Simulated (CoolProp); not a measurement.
R143a along the isobar 21.9 MPa: density (kg/m³) from the reference equation and from simpler models built on Tc = 72.7 °C, pc = 3.762 MPa, ω = 0.261; each cubic takes its own stable root.

Computed with CoolProp (reference Helmholtz-energy equation of state, Lemmon and Jacobsen 2000).

| T (°C) | phase | reference |
|---|---|---|
| -44.75 | liquid | 1210 |
| -17.55 | liquid | 1148 |
| 9.55 | liquid | 1086 |
| 36.75 | liquid | 1020 |
| 63.85 | liquid | 951.5 |
| 91.05 | supercritical | 879.2 |
| 118.25 | supercritical | 804.0 |
| 145.35 | supercritical | 728.3 |
| 172.55 | supercritical | 655.2 |
| 199.65 | supercritical | 589.1 |
| 226.85 | supercritical | 531.3 |

Problem. How far does each simpler model (van der Waals, Redlich-Kwong, Soave-Redlich-Kwong, Peng-Robinson) lie from the reference over these 11 states: mean and median of the absolute difference, and the worst?

Solution. 
- van der Waals: mean 28.5 %, median 31.1 %, worst -40.5 % at -44.75 °C and 21.9 MPa
- Redlich-Kwong: mean 11.5 %, median 13.1 %, worst -16.0 % at -44.75 °C and 21.9 MPa
- Soave-Redlich-Kwong: mean 13.8 %, median 13.7 %, worst -14.4 % at 145.35 °C and 21.9 MPa
- Peng-Robinson: mean 4.9 %, median 4.6 %, worst -7.0 % at 199.65 °C and 21.9 MPa
